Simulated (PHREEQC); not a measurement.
## Silver or lead bath: speciation

Dissolve 0.011 mol Pb(NO3)2 and 0.06 mol KBr per kg of water at 20 °C. Closed to the air; pH follows from the charge balance.

The numbers come from PHREEQC with the ion-association model, wateq4f.dat.

No solid was allowed to form.

Task: Predict the pH.

Result: pH 5.16.

Task: In which forms is Pb present?

Result: PbBr+ 51 %, Pb+2 43 %, PbNO3+ 5.3 %, PbBr2 0.9 % of the Pb.

Species that the database lacks are ignored.
